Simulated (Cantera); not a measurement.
An adiabatic, constant-volume homogeneous reactor starts with 5.95 % CO, 5.95 % H2, 0.655 % CH4, 10.7 % O2, 76.8 % N2, equivalence ratio 0.68, at 1200 K and 1.01 bar.

Model: GRI-Mech 3.0 (53 species, 325 reactions), integrated in Cantera.

x: mole fraction; the columns are a selection and need not sum to one.

```json
[
 {"t (s)": "4.00e-6", "T (K)": "1200", "P (bar)": "1.01", "x CO": "0.0595", "x H2": "0.0595", "x CH4": "0.00655", "x CH2": "<1e-12", "x H2O": "1.26e-9"},
 {"t (s)": "1.19e-5", "T (K)": "1200", "P (bar)": "1.01", "x CO": "0.0595", "x H2": "0.0595", "x CH4": "0.00655", "x CH2": "<1e-12", "x H2O": "1.94e-8"},
 {"t (s)": "3.56e-5", "T (K)": "1200", "P (bar)": "1.01", "x CO": "0.0595", "x H2": "0.0595", "x CH4": "0.00655", "x CH2": "<1e-12", "x H2O": "1.00e-6"},
 {"t (s)": "0.000106", "T (K)": "?", "P (bar)": "1.10", "x CO": "0.0602", "x H2": "?", "x CH4": "?", "x CH2": "?", "x H2O": "?"},
 {"t (s)": "0.000317", "T (K)": "2255", "P (bar)": "1.81", "x CO": "0.0132", "x H2": "0.00276", "x CH4": "<1e-12", "x CH2": "<1e-12", "x H2O": "0.0687"},
 {"t (s)": "0.000948", "T (K)": "2387", "P (bar)": "1.91", "x CO": "0.00547", "x H2": "0.00105", "x CH4": "<1e-12", "x CH2": "<1e-12", "x H2O": "0.0730"},
 {"t (s)": "0.00283", "T (K)": "2392", "P (bar)": "1.91", "x CO": "0.00500", "x H2": "0.000961", "x CH4": "<1e-12", "x CH2": "<1e-12", "x H2O": "0.0733"},
 {"t (s)": "0.00844", "T (K)": "2389", "P (bar)": "1.91", "x CO": "0.00497", "x H2": "0.000955", "x CH4": "<1e-12", "x CH2": "<1e-12", "x H2O": "0.0733"},
 {"t (s)": "0.0252", "T (K)": "2383", "P (bar)": "1.90", "x CO": "0.00490", "x H2": "0.000945", "x CH4": "<1e-12", "x CH2": "<1e-12", "x H2O": "0.0734"},
 {"t (s)": "0.0752", "T (K)": "2378", "P (bar)": "1.90", "x CO": "0.00484", "x H2": "0.000937", "x CH4": "<1e-12", "x CH2": "<1e-12", "x H2O": "0.0735"},
 {"t (s)": "0.224", "T (K)": "2378", "P (bar)": "1.90", "x CO": "0.00483", "x H2": "0.000936", "x CH4": "<1e-12", "x CH2": "<1e-12", "x H2O": "0.0735"},
 {"t (s)": "0.670", "T (K)": "2378", "P (bar)": "1.90", "x CO": "0.00483", "x H2": "0.000936", "x CH4": "<1e-12", "x CH2": "<1e-12", "x H2O": "0.0735"},
 {"t (s)": "2.00", "T (K)": "2378", "P (bar)": "1.90", "x CO": "0.00483", "x H2": "0.000936", "x CH4": "<1e-12", "x CH2": "<1e-12", "x H2O": "0.0735"}
]
```

Problem. Complete the blanks.

Solution. 
- 0.000106, T (K): 1305
- 0.000106, x H2: 0.0471
- 0.000106, x CH4: 0.00390
- 0.000106, x CH2: 2.34e-6
- 0.000106, x H2O: 0.0146
